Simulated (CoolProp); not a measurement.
Vapour-liquid equilibrium of chloromethane (R40) (1) + isobutene (2) at 53.6 kPa; x and y are mole fractions of (1).

Values from CoolProp's multi-fluid Helmholtz-energy mixture model, Thol 2014 and Lemmon 2005; pair parameters Bell 2016.

Task: Give the bubble temperature and the first vapour's composition at x = 0.2, 0.5, 0.8. Is there an azeotrope?

Result: x = 0.2: 244.9 K, y = 0.381; x = 0.5: 240.0 K, y = 0.668; x = 0.8: 237.0 K, y = 0.870. No azeotrope shows between x = 0.05 and 0.95.

Pair parameters are fitted to limited data, so mixtures are less certain than the pure fluids.
